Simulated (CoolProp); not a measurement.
Propyne at 285.79 K and 10.6 MPa is throttled through a valve to 7.05 MPa with no heat exchange. Each further row changes one setting.

Values from CoolProp's reference Helmholtz-energy equation of state, Polt 1992. This equation is an older, rougher fit; its heat capacities, sound speeds and derivatives of the liquid may be far off and weren't checked against measurements.

```csv
case,temperature change (K),final density (kg/m³)
as stated,+0.9,639
outlet pressure 2.11 MPa,+1.9,631
outlet pressure 9.17 MPa,+0.4,642
```
